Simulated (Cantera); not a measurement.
A Cantera script and its output.

```python
import numpy as np
import cantera as ct

gas = ct.Solution("gri30.yaml")
gas.TP = 300, 150000
flame = ct.CounterflowDiffusionFlame(gas, width=0.02)
flame.fuel_inlet.X, flame.fuel_inlet.T = {'CO': 1, 'H2': 0.04, 'N2': 1.6}, 300
flame.oxidizer_inlet.X, flame.oxidizer_inlet.T = {'O2': 0.22, 'N2': 0.78}, 600
flame.set_refine_criteria(ratio=3, slope=0.12, curve=0.24, prune=0.03)
show = ['OH', 'H', 'NO', 'CO']

rows = []
print(f"{'mdot':>8s}{'a_max':>10s}{'a_mean':>10s}{'Tmax/K':>9s}" + "".join(f"{s:>11s}" for s in show) + "   (peak mole fractions)")
for i, mdot in enumerate([0.9, 1.5, 2.6, 4.4, 7.5, 13, 22]):  # kg/m2/s on the oxidiser side
    flame.oxidizer_inlet.mdot, flame.fuel_inlet.mdot = mdot, 1.5 * mdot
    flame.solve(loglevel=0, auto=(i == 0))
    if flame.T.max() < max(300, 600) + 100:
        print(f"{mdot:8.3g}  no burning solution found from the previous one")
        break
    dT = np.abs(np.gradient(flame.T, flame.grid))
    rows.append([flame.strain_rate("max"), flame.strain_rate("mean"), flame.T.max(),
                 *(flame.X[gas.species_index(s)].max() for s in show), max(dT[0], dT[-1]) / dT.max()])
    print(f"{mdot:8.3g}{rows[-1][0]:10.1f}{rows[-1][1]:10.1f}{rows[-1][2]:9.1f}" + "".join(f"{x:11.3e}" for x in rows[-1][3:-1]))
```

Result:

```
    mdot     a_max    a_mean   Tmax/K         OH          H         NO         CO   (peak mole fractions)
     0.9     294.1      92.4   1647.9  1.347e-03  3.270e-03  3.683e-05  3.789e-01
     1.5     477.6     154.1   1585.4  1.246e-03  3.470e-03  2.891e-05  3.790e-01
     2.6     805.5     267.1   1492.2  1.012e-03  3.191e-03  1.764e-05  3.790e-01
     4.4  no burning solution found from the previous one
```

Detailed kinetics in Cantera: GRI-Mech 3.0 (53 species, 325 reactions). The maximum strain rate includes the flame's own expansion and is several times the mean. A flux with no burning solution from the previous one only brackets extinction.
